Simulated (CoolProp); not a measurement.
Vapour pressure (MPa) of oxygen: the reference equation beside estimates from Tc = 154.6 K, pc = 5.046 MPa, ω = 0.022. Clausius-Clapeyron is anchored at 108.3 K with a constant enthalpy of vaporisation of 6.146 kJ/mol.

Values from CoolProp's reference Helmholtz-energy equation of state, Schmidt 1985.

| T (K) | reference | Lee-Kesler | Clausius-Clapeyron | Soave-Redlich-Kwong |
|---|---|---|---|---|
| 108.3 | 0.4824 | 0.4823 | 0.4824 | 0.4822 |
| 112.4 | 0.6389 | 0.6393 | [?] | 0.6408 |
| 116.5 | 0.8295 | 0.8303 | 0.7799 | 0.8345 |
| 120.6 | 1.058 | [?] | 0.9677 | 1.067 |
| 124.7 | 1.329 | 1.330 | 1.184 | 1.343 |
| 128.8 | 1.647 | 1.646 | 1.430 | 1.666 |
| 132.9 | [?] | 2.013 | 1.707 | 2.041 |
| 136.9 | 2.428 | 2.425 | 2.008 | 2.460 |
| 141 | 2.912 | 2.908 | 2.349 | 2.949 |
| 145.1 | 3.462 | 3.458 | 2.724 | 3.501 |

**Question.** Some entries are withheld; supply them.

**Answer.** 
- 112.4, Clausius-Clapeyron: 0.6188
- 120.6, Lee-Kesler: 1.059
- 132.9, reference: 2.015

Absolute difference from the reference over all 10 rows, mean and median: Lee-Kesler 0.1 and 0.1 %, Clausius-Clapeyron 11.5 and 12.0 %, Soave-Redlich-Kwong 0.9 and 1.1 %.
